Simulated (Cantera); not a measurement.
Feed: 1 mol Ti, 1 mol C₃H₈, held at 1548 K and 1.00 Torr.

Cantera equilibrium calculation (NASA polynomials, part measured and part estimated; ideal gas, pure solids and liquids). Candidate condensed phases: C, C₆H₆, C₇H₈, C₈H₁₈, Ti, TiC; 77 gas species. TiC: taken at fixed stoichiometry. Equilibrium is a limit: real reactors are often held back by kinetics, nucleation or transport.

Base state: H₂ 0.999, H 0.000843, C₂H₂ (acetylene) 1.57e-5 (mole fractions); condensed: C(graphite) + TiC(s).

What changes in the equilibrium state with this change: pressure from 1.00 Torr to 0.398 Torr?


| species | before | after |
|---|---|---|
| H₂ | 0.999 | 0.999 |
| H | 0.000843 | 0.00134 |
| C₂H₂ (acetylene) | 1.57e-5 | 1.57e-5 |
| C(graphite), mol | 2.00 | 2.00 |
| TiC(s), mol | 1.00 | 1.00 |
